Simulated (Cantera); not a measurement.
Cantera run, input and output.

```python
import numpy as np
import cantera as ct

gas = ct.Solution("gri30.yaml")
gas.TPX = 475, 100000, {'CO': 1, 'H2': 0.15, 'CH4': 1.4, 'O2': 5.19, 'N2': 19.5, 'H2O': 0.63}
inlet = ct.Reservoir(gas, clone=True)
gas.equilibrate("HP")  # start burning
reactor = ct.IdealGasConstPressureReactor(gas, energy="on", clone=False)
exhaust = ct.Reservoir(gas, clone=True)
tau = [0.099, 0.055, 0.031, 0.017, 0.0094, 0.0052, 0.0029, 0.0016, 0.00089, 0.00049, 0.00027, 0.00015, 8.4e-05][0]
for a, b in ((inlet, reactor), (reactor, exhaust)):
    ct.MassFlowController(a, b, mdot=lambda t: reactor.mass / tau)
net = ct.ReactorNet([reactor])
show = ['CO', 'H2', 'CH4', 'C2H2', 'H2O', 'HCO']

rows = []
print(f"{'tau/s':>10s}{'T/K':>9s}" + "".join(f"{s:>11s}" for s in show))
for tau in [0.099, 0.055, 0.031, 0.017, 0.0094, 0.0052, 0.0029, 0.0016, 0.00089, 0.00049, 0.00027, 0.00015, 8.4e-05]:
    net.initial_time = 0.0
    net.advance(30 * tau)
    before = gas.X
    net.advance(40 * tau)
    drift = np.max(np.abs(gas.X - before) / (gas.X + 1e-9))
    rows.append([gas.T, *gas[show].X, drift])
    print(f"{tau:10.3e}{gas.T:9.1f}" + "".join(f"{x:11.3e}" for x in gas[show].X))
```

Result:

```
     tau/s      T/K         CO         H2        CH4       C2H2        H2O        HCO
 9.900e-02   1901.1  7.051e-04  1.977e-04  5.701e-06  2.974e-10  1.299e-01  1.326e-08
 5.500e-02   1896.6  9.943e-04  2.734e-04  8.474e-06  4.785e-10  1.296e-01  2.429e-08
 3.100e-02   1890.5  1.408e-03  3.823e-04  1.231e-05  7.075e-10  1.293e-01  4.396e-08
 1.700e-02   1881.5  2.032e-03  5.471e-04  1.811e-05  1.013e-09  1.288e-01  8.193e-08
 9.400e-03   1869.1  2.906e-03  7.769e-04  2.652e-05  1.399e-09  1.281e-01  1.513e-07
 5.200e-03   1852.4  4.117e-03  1.091e-03  3.908e-05  1.913e-09  1.273e-01  2.785e-07
 2.900e-03   1830.3  5.735e-03  1.500e-03  5.805e-05  2.631e-09  1.262e-01  5.060e-07
 1.600e-03   1800.8  7.938e-03  2.025e-03  8.881e-05  3.773e-09  1.249e-01  9.228e-07
 8.900e-04   1763.3  1.084e-02  2.646e-03  1.398e-04  5.760e-09  1.233e-01  1.655e-06
 4.900e-04   1714.5  1.491e-02  3.358e-03  2.347e-04  9.936e-09  1.215e-01  2.978e-06
 2.700e-04   1650.7  2.096e-02  4.113e-03  4.358e-04  2.087e-08  1.194e-01  5.347e-06
 1.500e-04   1555.9  3.164e-02  4.991e-03  1.045e-03  6.942e-08  1.169e-01  9.732e-06
 8.400e-05    475.0  3.588e-02  5.382e-03  5.023e-02  4.791e-21  2.260e-02  8.810e-29
```

Detailed kinetics in Cantera: GRI-Mech 3.0 (53 species, 325 reactions).
